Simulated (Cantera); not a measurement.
# Adiabatic ignition

An adiabatic, constant-volume homogeneous reactor starts with 7.99 % CH4, 9.58 % H2, 17.3 % O2, 65.1 % N2, at 1000 K and 5.90 bar.

Computed with Cantera and GRI-Mech 3.0 (53 species, 325 reactions).

| t (s) | T (K) | P (bar) | x CH4 | x H2 | x O2 | x H2O | x HCN | x NO | x CH2 |
|---|---|---|---|---|---|---|---|---|---|
| 8.00e-6 | 1000 | 5.90 | 0.0799 | 0.0958 | 0.173 | 1.51e-10 | <1e-12 | <1e-12 | <1e-12 |
| 1.65e-5 | 1000 | 5.90 | 0.0799 | 0.0958 | 0.173 | 3.83e-10 | <1e-12 | <1e-12 | <1e-12 |
| 3.41e-5 | 1000 | 5.90 | 0.0799 | 0.0958 | 0.173 | 9.89e-10 | <1e-12 | <1e-12 | <1e-12 |
| 7.06e-5 | 1000 | 5.90 | 0.0799 | 0.0958 | 0.173 | 2.51e-9 | <1e-12 | <1e-12 | <1e-12 |
| 0.000146 | 1000 | 5.90 | 0.0799 | 0.0958 | 0.173 | 6.21e-9 | <1e-12 | <1e-12 | <1e-12 |
| 0.000301 | 1000 | 5.90 | 0.0799 | 0.0958 | 0.173 | 1.62e-8 | <1e-12 | <1e-12 | <1e-12 |
| 0.000622 | 1000 | 5.90 | 0.0799 | 0.0958 | 0.173 | 5.12e-8 | <1e-12 | <1e-12 | <1e-12 |
| 0.00129 | 1000 | 5.90 | 0.0799 | 0.0958 | 0.173 | 2.36e-7 | <1e-12 | <1e-12 | <1e-12 |
| 0.00266 | 1000 | 5.90 | 0.0799 | 0.0958 | 0.173 | 1.92e-6 | <1e-12 | <1e-12 | <1e-12 |
| 0.00549 | 1000 | 5.90 | 0.0799 | 0.0958 | 0.173 | 4.29e-5 | <1e-12 | <1e-12 | <1e-12 |
| 0.0113 | 1065 | 6.27 | 0.0771 | 0.0920 | 0.168 | 0.00660 | <1e-12 | <1e-12 | 8.16e-11 |
| 0.0234 | 2955 | 17.5 | 2.20e-12 | 0.0373 | 0.00270 | 0.209 | 4.50e-8 | 0.00466 | 2.05e-12 |
| 0.0484 | 2955 | 17.5 | 2.20e-12 | 0.0373 | 0.00270 | 0.209 | 4.50e-8 | 0.00466 | 2.05e-12 |
| 0.100 | 2955 | 17.5 | 2.20e-12 | 0.0373 | 0.00270 | 0.209 | 4.50e-8 | 0.00466 | 2.05e-12 |
x: mole fraction; the columns are a selection and need not sum to one.

```yaml
time_of_steepest_temperature_rise: 11.8 ms
temperature at 0.100 s: 2955 K
equilibrium_temperature: 2955 K
x(CH4) at 0.100 s: 2.20e-12 (gas-phase equilibrium 2.61e-12)
x(H2) at 0.100 s: 0.0373 (gas-phase equilibrium 0.0373)
x(O2) at 0.100 s: 0.00270 (gas-phase equilibrium 0.00270)
```
